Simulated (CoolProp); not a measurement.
Vapour-liquid equilibrium of R134a (1) + isobutane (2) at 303.1 K; x and y are mole fractions of (1).

Values from CoolProp's multi-fluid Helmholtz-energy mixture model, Tillner-Roth 1994 and Bücker 2006; pair parameters Bell 2016.

Task: Give the bubble pressure and the first vapour's composition at x = 0.05, 0.45, 0.55. Is there an azeotrope?

Result: x = 0.05: 5.099 bar, y = 0.221; x = 0.45: 8.353 bar, y = 0.617; x = 0.55: 8.569 bar, y = 0.653. y crosses x between x = 0.65 and 0.75: the model has an azeotrope there.

The pair parameters rest on a limited set of measurements; away from them the model extrapolates. With so large a gap from Raoult's law the liquid may split in two, which this calculation doesn't test in full.
